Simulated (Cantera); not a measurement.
Input: 1 mol C2F6, 0.098 mol HCl, 1.8 mol H2, at 26.0 Pa.

Equilibrium computed with Cantera from the NASA thermochemical tables; the gas is ideal and each condensed phase is pure. Candidate condensed phases: C, C6H6, C7H8, C8H18; 118 gas species. The feed counts by its element totals alone. Equilibrium is a limit: real reactors are often held back by kinetics, nucleation or transport.

Problem. What share of the C ends up in condensed phases as a function of T (K), at 2250, 2350, 2450, 2550, 2650, 2750, 2850, 2950, 3050, 3150, 3250, 3350, 3450?

Solution. 
```tsv
T (K)	C condensed (%)	as
2250	91.7	C(graphite)
2350	94.3	C(graphite)
2450	94.3	C(graphite)
2550	90.3	C(graphite)
2650	74.0	C(graphite)
2750	8.7	C(graphite)
2850	0.0	-
2950	0.0	-
3050	0.0	-
3150	0.0	-
3250	0.0	-
3350	0.0	-
3450	0.0	-
```
